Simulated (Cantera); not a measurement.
A perfectly stirred reactor is fed with CH4 : O2 : N2 = 0.02 : 0.02 : 1 (molar parts), equivalence ratio 2.0, at 1000000 Pa; it is held at 1100 K, and followed from long to short residence time.

Cantera simulation using GRI-Mech 3.0 (53 species, 325 reactions); the numbers are that mechanism's predictions, not measurements. The temperature is held fixed by assumption; the heat of reaction is taken as removed at once.

### Question
Predict: x(CH4) at τ = 0.530 s; x(O2) at τ = 0.530 s; x(CH3) at τ = 0.530 s; x(C2H4) at τ = 0.530 s; x(N2O) at τ = 0.530 s; x(CH4) at τ = 30.0 ms; x(O2) at τ = 30.0 ms; x(CH3) at τ = 30.0 ms; x(C2H4) at τ = 30.0 ms.

### Answer
```
Property                   Value
----------------------  --------
x(CH4) at τ = 0.530 s    0.00800
x(O2) at τ = 0.530 s     0.00392
x(CH3) at τ = 0.530 s    1.70e-6
x(C2H4) at τ = 0.530 s  0.000366
x(N2O) at τ = 0.530 s    3.41e-8
x(CH4) at τ = 30.0 ms     0.0192
x(O2) at τ = 30.0 ms      0.0192
x(CH3) at τ = 30.0 ms    2.75e-7
x(C2H4) at τ = 30.0 ms   5.47e-8
```
